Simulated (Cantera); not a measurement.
Diamond growth

A diamond (100) surface in a fixed gas of H2 with x(CH4) = 0.0059, x(H) = 0.024, x(CH3) = 2.6e-05, at 1073 K; coverages are run to steady state.

Model: the Harris–Goodwin 1993 mechanism for the reconstructed diamond (100) surface, integrated in Cantera.

| P (Pa) | growth (µm/h) | θ c6HH | θ c6H* | θ c6*H | θ c6** | θ c6HM |
|---|---|---|---|---|---|---|
| 340 | 0.0398 | 0.533 | 0.0252 | 0.426 | 0.0158 | 0.000271 |
| 650 | 0.0925 | 0.533 | 0.0252 | 0.426 | 0.0158 | 0.000333 |
| 1200 | 0.192 | 0.533 | 0.0252 | 0.426 | 0.0158 | 0.000376 |
| 2300 | 0.396 | 0.533 | 0.0253 | 0.426 | 0.0158 | 0.000405 |
| 4400 | 0.788 | 0.533 | 0.0254 | 0.425 | 0.0159 | 0.000423 |
| 8300 | 1.52 | 0.533 | 0.0256 | 0.425 | 0.0159 | 0.000433 |
| 16000 | 2.97 | 0.533 | 0.0260 | 0.425 | 0.0160 | 0.000439 |
| 30000 | 5.64 | 0.533 | 0.0267 | 0.424 | 0.0161 | 0.000444 |
θ: site fractions in the mechanism's names (c6HH fully hydrogenated, c6H* and c6*H radical sites, c6** diradical, c6HM methylated).
